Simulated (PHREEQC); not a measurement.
# Polishing slurry liquid: an equilibrium model

Dissolve 64 mmol/kgw K2CO3 and 0.29 mmol/kgw H3BO3 at 20 °C. Closed to the air; pH follows from the charge balance.

Equilibrium calculation in PHREEQC: Pitzer model, pitzer.dat.

```yaml
pH: 11.39
ionic_strength: 0.190 mol/kgw
specific_conductance: 12000 µS/cm
density: 1.006 g/cm³
osmotic_coefficient: 0.844
total_alkalinity: 128 meq/kg
```

```json
[
 {"species": "K+", "molality": "0.128", "activity": "0.0915", "log γ": "-0.146"},
 {"species": "CO3-2", "molality": "0.0615", "activity": "0.0185", "log γ": "-0.521"},
 {"species": "HCO3-", "molality": "0.00252", "activity": "0.00181", "log γ": "-0.143"},
 {"species": "OH-", "molality": "0.00223", "activity": "0.00170", "log γ": "-0.119"},
 {"species": "B(OH)4-", "molality": "0.000289", "activity": "0.000206", "log γ": "-0.146"},
 {"species": "B(OH)3", "molality": "1.49e-6", "activity": "1.44e-6", "log γ": "-0.016"},
 {"species": "CO2", "molality": "1.70e-8", "activity": "1.72e-8", "log γ": "0.006"}
]
```

Precipitation was switched off in this run.
